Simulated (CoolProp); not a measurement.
A single-stage vapour-compression cycle with the fluid: evaporating at 243.15 K (dew point), condensing at 277.15 K (bubble point), superheat 2 K, subcooling 2 K, compressor efficiency 0.7, no pressure losses. The same conditions are run with several fluids, on thermodynamics alone (safety and materials aside).

Model: reference Helmholtz-energy equation of state of each fluid (isobutane: Bücker 2006; R1224YDZ: Akasaka 2023; n-butane: Bücker 2006; R404A: Lemmon 2003; R143a: Lemmon and Jacobsen 2000; ammonia: Gao 2020), in CoolProp. Blends and air are pseudo-pure fits.

```
fluid      cooling COP  pressure ratio  discharge temperature (K)  refrigerating effect (kJ/kg)  volumetric capacity (kJ/m³)
---------  -----------  --------------  -------------------------  ----------------------------  ---------------------------
isobutane         4.47            3.87                      293.6                           313                          426
R1224YDZ          4.50            5.40                      296.3                           157                          140
n-butane          4.51            4.25                      295.2                           341                          279
R404A             4.19            3.42                      296.0                           148                         1550
R143a             4.31            3.26                      297.6                           170                         1630
ammonia           4.34            4.17                      377.2                          1220                         1250
```
